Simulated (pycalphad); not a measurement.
Source of the numbers: pycalphad with the COST 507 light-alloy database (1999); pressure 1 atm. These are 1990s assessments: newer ones move some temperatures and phases. Amounts are mole fractions of atoms. Kinetics are ignored, which matters at the lower temperatures.

Question: Give the equilibrium state of Cu-17.16Si (at.%) at 297 °C.

Answer: CU19SI6_ETA, fraction 0.626, with 24.0 Si at.%; FCC_A1, fraction 0.374, with 5.7 Si at.%.

Question: Give the equilibrium state of Cu-17.16Si (at.%) at 777 °C.

Answer: CU33SI7_DELTA, fraction 0.932, with 17.5 Si at.%; HCP_A3, fraction 0.068, with 12.5 Si at.%.

Database names, with the compositions (at.%) that they take in these runs: CU33SI7_DELTA: Cu 82 Si 18; CU19SI6_ETA: Cu 76 Si 24. FCC_A1 is fcc; HCP_A3 is hcp. The hcp model here describes the intermediate κ phase of Cu-Si.
